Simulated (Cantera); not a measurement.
Charge: 1 mol c-C₄F₈, 2 mol H₂, equilibrated at 0.133 bar.

These are equilibrium values from Cantera (NASA tables, ideal gas, pure condensed phases), not measurements of a reactor. Candidate condensed phases: C, C₆H₆, C₇H₈, C₈H₁₈; 95 gas species. The feed counts by its element totals alone. Gases not in the tables: C₂F₆ and larger saturated fluorocarbons. Kinetics and transport are ignored.

**Question.** At 1648 K, list the 5 most abundant gas species with their mole fractions, and the condensed phases.

**Answer.** HF 0.800, CF₄ 0.200, CF₂ 0.000389, CF₃ 7.92e-5, F 5.84e-5. Condensed: C(graphite).
